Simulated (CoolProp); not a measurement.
R507A along the isotherm 0.65 °C: Z from the reference equation and from simpler models built on Tc = 70.6 °C, pc = 3.705 MPa, ω = 0.286; each cubic takes its own stable root.

Values from CoolProp's reference Helmholtz-energy equation of state, Lemmon 2003. It is a pseudo-pure fit of the blend.

| p (MPa) | phase | reference | van der Waals | Redlich-Kwong | Soave-Redlich-Kwong | Peng-Robinson |
|---|---|---|---|---|---|---|
| 2.32 | liquid | 0.08652 | 0.1487 | 0.1053 | 0.1002 | 0.08841 |
| 4.63 | liquid | 0.1707 | 0.2854 | 0.2048 | 0.1962 | 0.1736 |
| 6.95 | liquid | 0.2537 | 0.4165 | 0.3010 | 0.2899 | 0.2568 |
| 9.26 | liquid | 0.3350 | 0.5429 | 0.3939 | 0.3809 | 0.3379 |
| 11.6 | liquid | 0.4162 | 0.6678 | 0.4857 | 0.4712 | 0.4185 |
| 13.9 | liquid | 0.4949 | 0.7881 | 0.5741 | 0.5585 | 0.4965 |
| 16.2 | liquid | 0.5727 | 0.9066 | 0.6610 | 0.6444 | 0.5734 |
| 18.5 | liquid | 0.6497 | 1.023 | 0.7466 | 0.7292 | 0.6494 |
| 20.8 | liquid | 0.7259 | 1.139 | 0.8311 | 0.8130 | 0.7245 |
| 23.2 | liquid | 0.8046 | 1.258 | 0.9181 | 0.8994 | 0.8021 |
| 25.5 | liquid | 0.8795 | 1.371 | 1.001 | 0.9815 | 0.8757 |
| 27.8 | liquid | 0.9537 | 1.484 | 1.082 | 1.063 | 0.9488 |
| 30.1 | liquid | 1.027 | 1.595 | 1.163 | 1.144 | 1.021 |
| 32.4 | liquid | 1.101 | 1.706 | 1.244 | 1.224 | 1.093 |
| 34.7 | liquid | 1.173 | 1.816 | 1.324 | 1.303 | 1.165 |
| 37 | liquid | 1.245 | 1.926 | 1.403 | 1.382 | 1.236 |
